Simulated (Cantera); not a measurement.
A Cantera script and its output.

```python
import numpy as np
import cantera as ct

gas = ct.Solution("h2o2.yaml")
gas.TPX = 1175, 1000000, {'H2': 1, 'O2': 1.43, 'N2': 5.37}
reactor = ct.IdealGasReactor(gas, energy="on", clone=False)
net = ct.ReactorNet([reactor])
net.rtol, net.atol = 1e-08, 1e-16
show = ['H2', 'O2', 'O', 'H2O', 'HO2']
times = np.geomspace(4e-06, 9, 16)

steps = ct.SolutionArray(gas, extra=["t"])
rows = []
print(f"{'t/s':>10s}{'T/K':>9s}{'P/Pa':>11s}" + "".join(f"{s:>11s}" for s in show))
for t in times:
    while net.time < t:
        t_next = net.step()
        steps.append(gas.state, t=t_next)
    rows.append([np.interp(t, steps.t, y) for y in (steps.T, steps.P, *steps(*show).X.T)])
    print(f"{t:10.3e}{rows[-1][0]:9.1f}{rows[-1][1]:11.4g}" + "".join(f"{x:11.3e}" for x in rows[-1][2:]))
rate = np.gradient(steps.T, steps.t)
print("integrator steps:", len(steps.t))
if steps.T.max() > steps.T[0] + 200:
    print(f"time of steepest temperature rise: {steps.t[rate.argmax()]:.4e} s")
gas.TPX = 1175, 1000000, {'H2': 1, 'O2': 1.43, 'N2': 5.37}
gas.equilibrate("UV")
print(f"equilibrium (UV): T = {gas.T:.1f} K  " + "  ".join(f"{s} {gas[s].X[0]:.3e}" for s in show))
```

It prints:

```
       t/s      T/K       P/Pa         H2         O2          O        H2O        HO2
 4.000e-06   1175.0      1e+06  1.282e-01  1.833e-01  2.068e-09  8.188e-08  1.549e-07
 1.061e-05   1175.0      1e+06  1.282e-01  1.833e-01  2.632e-09  2.943e-07  4.967e-07
 2.812e-05   1175.0      1e+06  1.282e-01  1.833e-01  5.039e-09  1.217e-06  1.745e-06
 7.456e-05   1175.1      1e+06  1.282e-01  1.833e-01  2.935e-08  1.124e-05  1.144e-05
 1.977e-04   2297.2  1.832e+06  1.828e-04  1.262e-01  4.092e-04  1.348e-01  1.323e-05
 5.241e-04   2297.2  1.832e+06  1.822e-04  1.262e-01  4.080e-04  1.348e-01  1.322e-05
 1.390e-03   2297.2  1.832e+06  1.822e-04  1.262e-01  4.080e-04  1.348e-01  1.322e-05
 3.685e-03   2297.2  1.832e+06  1.822e-04  1.262e-01  4.080e-04  1.348e-01  1.322e-05
 9.770e-03   2297.2  1.832e+06  1.822e-04  1.262e-01  4.080e-04  1.348e-01  1.322e-05
 2.590e-02   2297.2  1.832e+06  1.822e-04  1.262e-01  4.080e-04  1.348e-01  1.322e-05
 6.868e-02   2297.2  1.832e+06  1.822e-04  1.262e-01  4.080e-04  1.348e-01  1.322e-05
 1.821e-01   2297.2  1.832e+06  1.822e-04  1.262e-01  4.080e-04  1.348e-01  1.322e-05
 4.828e-01   2297.2  1.832e+06  1.822e-04  1.262e-01  4.080e-04  1.348e-01  1.322e-05
 1.280e+00   2297.2  1.832e+06  1.822e-04  1.262e-01  4.080e-04  1.348e-01  1.322e-05
 3.394e+00   2297.2  1.832e+06  1.822e-04  1.262e-01  4.080e-04  1.348e-01  1.322e-05
 9.000e+00   2297.2  1.832e+06  1.822e-04  1.262e-01  4.080e-04  1.348e-01  1.322e-05
integrator steps: 1201
time of steepest temperature rise: 1.8660e-04 s
equilibrium (UV): T = 2297.2 K  H2 1.822e-04  O2 1.262e-01  O 4.080e-04  H2O 1.348e-01  HO2 1.322e-05
```

Cantera simulation using the H2/O2 subset of GRI-Mech 3.0, which has no nitrogen chemistry; the numbers are that mechanism's predictions, not measurements. The hydrogen kinetics of GRI-Mech 3.0 are dated; newer H2 mechanisms differ, most at raised pressure.
